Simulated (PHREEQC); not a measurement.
1 kg of water holding 160 mmol/kgw KCl, 3.8 mmol/kgw MgSO4, 120 mmol/kgw NaCl and 4.7 mmol/kgw H3BO3 is evaporated at 30 °C; the solids stay in contact with the brine. CO2 from the air is kept out. Solids allowed: Arcanite, Bischofite, Bloedite, Brucite, Carnallite, Epsomite, Glaserite, Halite, Hexahydrite, Kainite, Kieserite, Leonite, Mirabilite, Misenite, Schoenite, Sylvite, Thenardite, Borax, Boric_acid,s, KB5O8:4H2O, K2B4O7:4H2O, NaBO2:4H2O, NaB5O8:5H2O, Teepleite, MgCl2_4H2O. Others were left out.

All values are PHREEQC results (Pitzer model, pitzer.dat), not measurements.

```json
[
 {"water left (kg)": "1", "ionic strength": "0.295", "water activity": "0.991", "Sylvite (mol)": "0", "Halite (mol)": "0", "Glaserite (mol)": "0"},
 {"water left (kg)": "0.6755", "ionic strength": "0.437", "water activity": "0.986", "Sylvite (mol)": "0", "Halite (mol)": "0", "Glaserite (mol)": "0"},
 {"water left (kg)": "0.5552", "ionic strength": "0.532", "water activity": "0.983", "Sylvite (mol)": "0", "Halite (mol)": "0", "Glaserite (mol)": "0"},
 {"water left (kg)": "0.4563", "ionic strength": "0.647", "water activity": "0.980", "Sylvite (mol)": "0", "Halite (mol)": "0", "Glaserite (mol)": "0"},
 {"water left (kg)": "0.3082", "ionic strength": "0.958", "water activity": "0.970", "Sylvite (mol)": "0", "Halite (mol)": "0", "Glaserite (mol)": "0"},
 {"water left (kg)": "0.2082", "ionic strength": "1.42", "water activity": "0.956", "Sylvite (mol)": "0", "Halite (mol)": "0", "Glaserite (mol)": "0"},
 {"water left (kg)": "0.1711", "ionic strength": "1.72", "water activity": "0.946", "Sylvite (mol)": "0", "Halite (mol)": "0", "Glaserite (mol)": "0"},
 {"water left (kg)": "0.1407", "ionic strength": "2.10", "water activity": "0.934", "Sylvite (mol)": "0", "Halite (mol)": "0", "Glaserite (mol)": "0"},
 {"water left (kg)": "0.09502", "ionic strength": "3.11", "water activity": "0.900", "Sylvite (mol)": "0", "Halite (mol)": "0", "Glaserite (mol)": "0"},
 {"water left (kg)": "0.06418", "ionic strength": "4.60", "water activity": "0.847", "Sylvite (mol)": "0", "Halite (mol)": "0", "Glaserite (mol)": "0"},
 {"water left (kg)": "0.05275", "ionic strength": "5.60", "water activity": "0.810", "Sylvite (mol)": "0", "Halite (mol)": "0", "Glaserite (mol)": "0"},
 {"water left (kg)": "0.04335", "ionic strength": "6.46", "water activity": "0.777", "Sylvite (mol)": "0.0151", "Halite (mol)": "0", "Glaserite (mol)": "0"},
 {"water left (kg)": "0.0293", "ionic strength": "7.29", "water activity": "0.739", "Sylvite (mol)": "0.0817", "Halite (mol)": "0", "Glaserite (mol)": "0"},
 {"water left (kg)": "0.01979", "ionic strength": "7.97", "water activity": "0.711", "Sylvite (mol)": "0.114", "Halite (mol)": "0.0233", "Glaserite (mol)": "0"},
 {"water left (kg)": "0.01627", "ionic strength": "8.11", "water activity": "0.709", "Sylvite (mol)": "0.122", "Halite (mol)": "0.0410", "Glaserite (mol)": "0"},
 {"water left (kg)": "0.01337", "ionic strength": "8.27", "water activity": "0.707", "Sylvite (mol)": "0.129", "Halite (mol)": "0.0557", "Glaserite (mol)": "0"},
 {"water left (kg)": "0.00903", "ionic strength": "8.57", "water activity": "0.702", "Sylvite (mol)": "0.138", "Halite (mol)": "0.0779", "Glaserite (mol)": "0.000344"},
 {"water left (kg)": "0.006093", "ionic strength": "8.92", "water activity": "0.694", "Sylvite (mol)": "0.144", "Halite (mol)": "0.0929", "Glaserite (mol)": "0.000693"},
 {"water left (kg)": "0.005013", "ionic strength": "9.16", "water activity": "0.688", "Sylvite (mol)": "0.146", "Halite (mol)": "0.0985", "Glaserite (mol)": "0.000806"}
]
```

Sylvite from water left = 0.04335 kg (pH 4.51); Halite from water left = 0.02407 kg (pH 4.02); Glaserite from water left = 0.01099 kg (pH 3.62).
